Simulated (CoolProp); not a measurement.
Vapour-liquid equilibrium of propane (1) + isohexane (2) at 0.0607 MPa; x and y are mole fractions of (1).

Computed with CoolProp (multi-fluid Helmholtz-energy mixture model, Lemmon 2009 and Lemmon 2006; pair parameters Bell 2016).

| x | bubble temperature, mixture model (°C) | bubble temperature, Raoult's law (°C) | y, mixture model | y, Raoult's law |
|---|---|---|---|---|
| 0.05 | 19.5 | 18.6 | 0.642 | 0.664 |
| 0.2 | [?] | -15.4 | 0.949 | 0.949 |
| 0.35 | [?] | -29.6 | 0.983 | 0.983 |
| 0.5 | [?] | -38.1 | 0.992 | 0.993 |
| 0.65 | -44.4 | -44.0 | 0.996 | 0.997 |
| 0.8 | [?] | -48.5 | 0.998 | 0.999 |
| 0.95 | -52.1 | -52.1 | 1.000 | 1.000 |

Question: Complete the blanks.

Answer: 
- 0.2, bubble temperature, mixture model (°C): -16.3
- 0.35, bubble temperature, mixture model (°C): -30.6
- 0.5, bubble temperature, mixture model (°C): -38.8
- 0.8, bubble temperature, mixture model (°C): -48.6

The largest gap from Raoult's law is -1.0 K in bubble temperature, at x = 0.35. No azeotrope shows between x = 0.05 and 0.95.

Pair parameters are fitted to limited data, so mixtures are less certain than the pure fluids. The gap from Raoult's law changes sign with composition, which may be real or a fault of the pair parameters; it wasn't checked against measurements.
